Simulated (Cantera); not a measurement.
What does this Cantera script print?

```python
import numpy as np
import cantera as ct

gas_names = """
    CL CL2 H HCL H2 N NH NH2 NH3 N2 N2H2 N2H4 Si SiCL SiCL2 SiCL3 SiCL4 SiH SiHCL3 SiH2 SiH2CL2 SiH3
    SiH3CL SiH4 SiN Si2 Si2N Si3
""".split()
cond_names = """
    NH4CL(a) NH4CL(b) Si(cr) Si(L) Si3N4(a)
""".split()


def load(file, names, dense=False):
    # The tables refer to 1 bar. Condensed volumes are neglected.
    table = {s.name: s for s in ct.Species.list_from_file(file)}
    out = []
    for n in names:
        d = dict(table[n].input_data)
        d["thermo"] = dict(d["thermo"], **{"reference-pressure": 1e5})
        if dense:
            d["equation-of-state"] = {"model": "constant-volume", "density": "1e6 g/cm^3"}
        out.append(ct.Species.from_dict(d))
    return out


gas = ct.Solution(thermo="ideal-gas", species=load("nasa_gas.yaml", gas_names))
cond = {s.name: ct.Solution(thermo="fixed-stoichiometry", species=[s], name=s.name)
        for s in load("nasa_condensed.yaml", cond_names, dense=True)}
atoms = {
    'Si2Cl6': {'Si': 2, 'CL': 6},
    'N2': {'N': 2},
    'H2': {'H': 2},
}
top_T = {'Si3N4(a)': 2400}  # K; cautious upper limits of use, not melting points


def equilibrate(T, P, feed):
    n = {}
    for name, mol in feed.items():
        for a, k in atoms[name].items():
            n[a] = n.get(a, 0.0) + k * mol
    gas.TPX = T, P, n
    mass = sum(n.values()) * gas.mean_molecular_weight
    gas.equilibrate("TP")
    valid = [c for c in cond.values() if c.min_temp <= T <= top_T.get(c.name, c.max_temp)]
    mix = ct.Mixture([(gas, mass / gas.mean_molecular_weight)] + [(c, 0.0) for c in valid])
    mix.T, mix.P = T, P
    mix.equilibrate("TP", solver="vcs", rtol=1e-11, max_steps=5000)
    return mix


results = []
feed = {'Si2Cl6': 1, 'N2': 91, 'H2': 8.5}  # mol
P = 24  # Pa
for T in [1248, 1323, 1398, 1473, 1548, 1623, 1698]:
    mix = equilibrate(T, P, feed)
    results.append((T, P, feed, dict(zip(mix.species_names, mix.species_moles))))

top = {s: max(r[3][s] / sum(r[3][g] for g in gas_names) for r in results) for s in gas_names}
cols = sorted((s for s in top if top[s] > 0.0001), key=lambda s: -top[s])[:5]
seen = [c for c in cond_names if any(r[3].get(c, 0) > 1e-12 for r in results)]
print("log10 of partial pressures in bar; condensed amounts in mol")
print(f"{'T/K':>10s}" + "".join(f"{s[:9]:>10s}" for s in cols + seen))
for T, P, feed, n in results:
    ng = sum(n[g] for g in gas_names)
    print(f"{T:10.4g}" + "".join(f"{np.log10(max(n[s] / ng * P / 1e5, 1e-99)):10.3f}" for s in cols)
          + "".join(f"{n.get(c, 0):10.4g}" for c in seen))
```

Output:

```
log10 of partial pressures in bar; condensed amounts in mol
       T/K        N2        H2       HCL     SiCL2         H  Si3N4(a)
      1248    -3.672    -4.876    -4.864    -6.621    -8.768    0.6297
      1323    -3.672    -4.858    -4.903    -6.093    -8.229     0.549
      1398    -3.672    -4.828    -4.985    -5.732    -7.739     0.401
      1473    -3.672    -4.795    -5.105    -5.510    -7.295    0.2253
      1548    -3.672    -4.768    -5.250    -5.379    -6.896   0.06569
      1623    -3.672    -4.763    -5.305    -5.349    -6.542         0
      1698    -3.673    -4.775    -5.261    -5.384    -6.227         0
```

Equilibrium computed with Cantera from the NASA thermochemical tables; the gas is ideal and each condensed phase is pure. The feed counts by its element totals alone. N2 is the only nitrogen source here; it is nearly inert below about 1500 K, so the nitride shown seldom forms there in practice. The tables' values for SiCl, SiCl3, SiN are old estimates; treat these amounts as uncertain.
